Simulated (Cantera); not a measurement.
A closed system holds: 1 mol PbO, 7.7 mol CO, 0.53 mol C, held at 420 Torr.

Method: chemical equilibrium by Gibbs-energy minimisation in Cantera with the NASA 1993 tables (ideal gas, pure condensed phases). Candidate condensed phases: C, Pb, PbO, PbO2, Pb3O4; 15 gas species. Gases not in the tables: (PbO)n polymers. The numbers say what is thermodynamically allowed, not how fast it happens.

x: gas mole fraction; n: condensed amount in mol.

```
T (°C)   x CO   x CO2     x Pb   x PbO  n C(graphite)  n Pb(l)
------  -----  ------  -------  ------  -------------  -------
527     0.126   0.874  1.10e-7  <1e-12           3.59    1.000
727     0.798   0.202  2.89e-5     [?]          0.993    1.000
927     0.942  0.0570  0.00115     [?]              0    0.991
1127    0.928  0.0562   0.0156     [?]              0    0.870
1327    0.841  0.0509    0.108     [?]              0        0
1527    0.841  0.0509    0.108     [?]              0        0
1727    0.841  0.0508    0.108     [?]              0        0
1927    0.841  0.0506    0.108     [?]              0        0
2127    0.841  0.0503    0.108     [?]              0        0
2327    0.842  0.0497    0.107     [?]              0        0
```

**Question.** What belongs in the gaps?

**Answer.** 
- 727, x PbO: 1.41e-11
- 927, x PbO: 3.08e-9
- 1127, x PbO: 3.85e-7
- 1327, x PbO: 1.40e-5
- 1527, x PbO: 4.99e-5
- 1727, x PbO: 0.000136
- 1927, x PbO: 0.000304
- 2127, x PbO: 0.000585
- 2327, x PbO: 0.000998
